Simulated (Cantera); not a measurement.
Input: 1 mol Al(CH3)3, a varied amount of N2O, 5.3 mol H2, equilibrated at 1825 °C and 69.0 mbar.

Cantera equilibrium calculation (NASA polynomials, part measured and part estimated; ideal gas, pure solids and liquids). Candidate condensed phases: Al, AlN, Al2O3, C, C6H6, C7H8, C8H18, H2O; 148 gas species. The feed counts by its element totals alone. Gases not in the tables: Al(OH)3. Rates play no part.

Task: At 8.2 mol N2O, list the 6 most abundant gas species with their mole fractions, and the condensed phases.

Result: N2 0.389, H2 0.300, H2O 0.161, CO 0.128, CO2 0.0140, H 0.00642. Condensed: Al2O3(s).
